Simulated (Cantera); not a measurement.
Input: 1 mol Si, 0.65 mol NF3, 1.5 mol H2, at 825 K and 0.470 bar.

Cantera equilibrium calculation (NASA polynomials, part measured and part estimated; ideal gas, pure solids and liquids). Candidate condensed phases: Si, Si3N4; 37 gas species. The tables' values for SiF3 are old estimates; treat these amounts as uncertain. Rates play no part.

Base state: H2 0.748, SiF4 0.231, SiHF3 0.0202, SiH2F2 0.00103, SiH3F 1.08e-5, SiF3 1.06e-5 (mole fractions); condensed: Si(s) + Si3N4(s).

Task: What changes in the equilibrium state with this change: NF3 from 0.65 to 2.9 mol?

Result: 
```
species         before    after
-------------  -------  -------
HF             5.64e-7    0.497
N2               <1e-9    0.217
SiF4             0.231    0.166
H2               0.748    <1e-9
F2               <1e-9   0.0701
NF3              <1e-9   0.0455
SiHF3           0.0202    <1e-9
F                <1e-9  0.00466
SiH2F2         0.00103    <1e-9
SiH3F          1.08e-5    <1e-9
SiF3           1.06e-5    <1e-9
Si(s), mol      0.0140        0
Si3N4(s), mol    0.163        0
```
